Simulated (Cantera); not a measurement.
A Cantera script and what it prints.

```python
import numpy as np
import cantera as ct

gas_names = """
    Fe FeO Fe(OH)2 H HNO HNO2 HNO3 HO2 H2 H2O H2O2 N NH NH2 NH3 NH2OH NO NO2 NO3 N2 N2H2 N2H4 N2O O OH
    O2 O3
""".split()
cond_names = """
    Fe(a) Fe(c) Fe(d) Fe(L) FeO(s) FeO(L) Fe(OH)2(s) Fe(OH)3(s) Fe2O3(s) Fe3O4(s) H2O(s) H2O(L)
""".split()


# ... load() reads the species with a 1 bar reference pressure and builds the phases ...
atoms = {
    'Fe3O4': {'Fe': 3, 'O': 4},
    'H2': {'H': 2},
    'N2': {'N': 2},
}
top_T = {'Fe2O3(s)': 1830, 'Fe3O4(s)': 1870}  # K; cautious upper limits of use, not melting points


# ... equilibrate(T, P, feed) seeds the gas with the atoms and calls Mixture.equilibrate('TP', solver="vcs", rtol=1e-11, max_steps=5000) ...
results = []
feed = {'Fe3O4': 1, 'H2': 5.7, 'N2': 0.41}  # mol
P = 13332.2  # Pa
for T in [1200, 1300, 1400, 1500, 1600, 1700, 1800, 1900, 2000, 2100]:
    mix = equilibrate(T, P, feed)
    results.append((T, P, feed, dict(zip(mix.species_names, mix.species_moles))))

top = {s: max(r[3][s] / sum(r[3][g] for g in gas_names) for r in results) for s in gas_names}
cols = sorted((s for s in top if top[s] > 0.001), key=lambda s: -top[s])[:9]
seen = [c for c in cond_names if any(r[3].get(c, 0) > 1e-12 for r in results)]
print("log10 of partial pressures in bar; condensed amounts in mol")
print(f"{'T/K':>10s}" + "".join(f"{s[:9]:>10s}" for s in cols + seen))
for T, P, feed, n in results:
    ng = sum(n[g] for g in gas_names)
    print(f"{T:10.4g}" + "".join(f"{np.log10(max(n[s] / ng * P / 1e5, 1e-99)):10.3f}" for s in cols)
          + "".join(f"{n.get(c, 0):10.4g}" for c in seen))
```

It prints:

```
log10 of partial pressures in bar; condensed amounts in mol
       T/K        H2       H2O        N2        Fe         H     Fe(c)     Fe(d)     Fe(L)    FeO(s)    FeO(L)
      1200    -1.011    -1.569    -2.048   -10.304    -7.211    0.2367         0         0     2.763         0
      1300    -1.028    -1.513    -2.048    -8.962    -6.470    0.4071         0         0     2.593         0
      1400    -1.044    -1.469    -2.048    -7.815    -5.835    0.5549         0         0     2.445         0
      1500    -1.057    -1.435    -2.048    -6.824    -5.283    0.6818         0         0     2.318         0
      1600    -1.069    -1.408    -2.048    -5.960    -4.799    0.7902         0         0      2.21         0
      1700    -1.072    -1.401    -2.048    -5.201    -4.368         0    0.8193         0         0      2.18
      1800    -1.069    -1.410    -2.049    -4.531    -3.980         0    0.7816         0         0     2.217
      1900    -1.071    -1.407    -2.049    -3.953    -3.636         0         0    0.7953         0     2.199
      2000    -1.075    -1.404    -2.050    -3.438    -3.326         0         0    0.8021         0      2.18
      2100    -1.081    -1.404    -2.053    -2.975    -3.047         0         0     0.784         0     2.165
```

Cantera equilibrium calculation (NASA polynomials, part measured and part estimated; ideal gas, pure solids and liquids). Each liquid is taken as pure. Mutual solubility and eutectic melting of coexisting phases are not modelled. The tables' stoichiometric FeO is somewhat more stable than real wüstite, so its field is too wide. FeO: taken at fixed stoichiometry.
